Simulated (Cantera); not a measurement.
A closed system holds: 1 mol CH3Cl, 0.041 mol Si, at 2025 K and 76.0 Pa.

Cantera equilibrium calculation (NASA polynomials, part measured and part estimated; ideal gas, pure solids and liquids). Candidate condensed phases: C, C6H6, C7H8, C8H18, Si, SiC; 109 gas species. The tables' values for SiCl, SiCl3 are old estimates; treat these amounts as uncertain. Kinetics and transport are ignored.

Base state: H2 0.487, HCl 0.413, H 0.0487, Cl 0.0307, SiCl2 0.0171, Si 0.00161, SiCl 0.000694, C2H2 (acetylene) 0.000441 (mole fractions); condensed: C(graphite).

Task: What changes in the equilibrium state with this change: Si from 0.041 to 1.5 mol?

Result: 
| species | before | after |
|---|---|---|
| H2 | 0.487 | 0.549 |
| HCl | 0.413 | 0.170 |
| SiCl2 | 0.0171 | 0.123 |
| Si | 0.00161 | 0.0766 |
| SiCl | 0.000694 | 0.0128 |
| Cl | 0.0307 | 0.0119 |
| H | 0.0487 | 0.0518 |
| Si3 | 1.66e-9 | 0.000178 |
| Si2 | 3.73e-7 | 0.000843 |
| C2H2 (acetylene) | 0.000441 | 1.79e-6 |
| Si2C | 1.72e-5 | 0.00233 |
| SiH2 | 1.25e-6 | 6.71e-5 |
| C(graphite), mol | 0.998 | 0 |
| Si(l), mol | 0 | 0.00575 |
| SiC(s), mol | 0 | 0.995 |
Mutual solubility and eutectic melting of coexisting phases are not modelled. Gases not in the tables: Si2H6 and higher silanes.
